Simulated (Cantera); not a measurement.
Input (Python, Cantera) and output of one run.

```python
import numpy as np
import cantera as ct

gas_names = """
    B BN BO BO2 B2 B2O B2O2 B2O3 N NO NO2 NO3 N2 N2O O O2 O3
""".split()
cond_names = """
    B(b) B(L) BN(s) B2O3(L)
""".split()


# ... load() reads the species with a 1 bar reference pressure and builds the phases ...
atoms = {
    'BN': {'B': 1, 'N': 1},
    'O2': {'O': 2},
}
top_T = {'BN(s)': 3200}  # K; cautious upper limits of use, not melting points


# ... equilibrate(T, P, feed) seeds the gas with the atoms and calls Mixture.equilibrate('TP', solver="vcs", rtol=1e-11, max_steps=5000) ...
results = []
feed = {'BN': 1, 'O2': 1.8}  # mol
P = 430  # Pa
for T in [1623, 1648, 1673, 1698, 1723, 1748, 1773, 1798, 1823, 1848, 1873]:
    mix = equilibrate(T, P, feed)
    results.append((T, P, feed, dict(zip(mix.species_names, mix.species_moles))))
    x = sorted(zip(gas.X, gas.species_names), reverse=True)
    print(f"T = {T:g} K  P = {P:g} Pa  gas = {mix.phase_moles(0):.4g} mol")
    print("   x: " + "  ".join(f"{s} {v:.3e}" for v, s in x if v > 1e-06))
    print("   condensed (mol): " + ("  ".join(f"{mix.phase(i).name} {mix.phase_moles(i):.4g}"
          for i in range(1, mix.n_phases) if mix.phase_moles(i) > 1e-12) or "none"))
```

It prints:

```
T = 1623 K  P = 430 Pa  gas = 1.639 mol
   x: O2 6.382e-01  N2 3.039e-01  B2O3 5.110e-02  BO2 4.230e-03  NO 2.310e-03  O 2.317e-04  NO2 1.005e-06
   condensed (mol): B2O3(L) 0.4128
T = 1648 K  P = 430 Pa  gas = 1.69 mol
   x: O2 6.183e-01  N2 2.946e-01  B2O3 7.824e-02  BO2 6.049e-03  NO 2.481e-03  O 3.036e-04
   condensed (mol): B2O3(L) 0.3626
T = 1673 K  P = 430 Pa  gas = 1.771 mol
   x: O2 5.893e-01  N2 2.810e-01  B2O3 1.182e-01  BO2 8.518e-03  NO 2.614e-03  O 3.912e-04  BO 1.283e-06
   condensed (mol): B2O3(L) 0.2831
T = 1698 K  P = 430 Pa  gas = 1.903 mol
   x: O2 5.473e-01  N2 2.614e-01  B2O3 1.763e-01  BO2 1.179e-02  NO 2.677e-03  O 4.937e-04  BO 2.468e-06
   condensed (mol): B2O3(L) 0.1534
T = 1723 K  P = 430 Pa  gas = 2.059 mol
   x: O2 5.046e-01  N2 2.415e-01  B2O3 2.352e-01  BO2 1.535e-02  NO 2.714e-03  O 6.159e-04  BO 4.443e-06
   condensed (mol): none
T = 1748 K  P = 430 Pa  gas = 2.06 mol
   x: O2 5.035e-01  N2 2.413e-01  B2O3 2.340e-01  BO2 1.752e-02  NO 2.969e-03  O 7.934e-04  BO 6.687e-06
   condensed (mol): none
T = 1773 K  P = 430 Pa  gas = 2.061 mol
   x: O2 5.023e-01  N2 2.409e-01  B2O3 2.326e-01  BO2 1.991e-02  NO 3.238e-03  O 1.015e-03  BO 9.945e-06
   condensed (mol): none
T = 1798 K  P = 430 Pa  gas = 2.063 mol
   x: O2 5.009e-01  N2 2.406e-01  B2O3 2.311e-01  BO2 2.255e-02  NO 3.523e-03  O 1.289e-03  BO 1.462e-05
   condensed (mol): none
T = 1823 K  P = 430 Pa  gas = 2.065 mol
   x: O2 4.994e-01  N2 2.402e-01  B2O3 2.294e-01  BO2 2.543e-02  NO 3.823e-03  O 1.626e-03  BO 2.126e-05
   condensed (mol): none
T = 1848 K  P = 430 Pa  gas = 2.067 mol
   x: O2 4.978e-01  N2 2.398e-01  B2O3 2.276e-01  BO2 2.856e-02  NO 4.138e-03  O 2.038e-03  BO 3.059e-05
   condensed (mol): none
T = 1873 K  P = 430 Pa  gas = 2.069 mol
   x: O2 4.959e-01  N2 2.394e-01  B2O3 2.256e-01  BO2 3.197e-02  NO 4.468e-03  O 2.539e-03  BO 4.356e-05
   condensed (mol): none
```

Cantera equilibrium calculation (NASA polynomials, part measured and part estimated; ideal gas, pure solids and liquids).
